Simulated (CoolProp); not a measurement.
The numbers come from the reference Helmholtz-energy equation of state, Zhou 2016 in CoolProp.

For R245ca, give the phase and the Z, speed of sound (m/s), isothermal compressibility (1/MPa), expansivity (1/kK) at 176.85 °C and 65.3 bar.


- 176.85 °C and 65.3 bar: supercritical; Z 0.263, speed of sound 211, isothermal compressibility 0.0403, expansivity 7.59
